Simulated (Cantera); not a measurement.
An isothermal, constant-pressure homogeneous reactor starts with 88.5 % NO, 11.5 % N₂, at 2100 K and 0.160 bar.

Detailed kinetics in Cantera: GRI-Mech 3.0 (53 species, 325 reactions).

x: mole fraction; the columns are a selection and need not sum to one.

```csv
t (s),x NO,x N₂O,x N₂,x NO₂,x O₂,x O
0.000100,0.885,(withheld),0.115,1.97e-6,4.90e-7,2.81e-5
0.000353,0.885,(withheld),0.115,1.64e-5,6.54e-6,9.71e-5
0.00125,0.884,(withheld),0.115,7.64e-5,0.000114,0.000324
0.00440,0.881,0.000335,0.117,0.000127,0.00130,0.000544
0.0155,0.871,0.000328,0.122,0.000145,0.00637,0.000606
0.0548,0.834,(withheld),0.140,0.000193,0.0248,0.000770
0.193,0.700,(withheld),0.207,0.000274,0.0912,0.00117
0.682,0.345,(withheld),0.384,0.000228,0.268,0.00185
2.41,0.0499,(withheld),0.532,4.12e-5,0.416,0.00226
8.50,0.0128,2.30e-7,0.550,1.08e-5,0.434,0.00230
30.0,0.0120,2.25e-7,0.551,1.02e-5,0.435,0.00231
```

Fill in the missing entries.


- 0.000100, x N₂O: 2.80e-5
- 0.000353, x N₂O: 9.01e-5
- 0.00125, x N₂O: 0.000231
- 0.0548, x N₂O: 0.000290
- 0.193, x N₂O: 0.000188
- 0.682, x N₂O: 4.01e-5
- 2.41, x N₂O: 9.48e-7
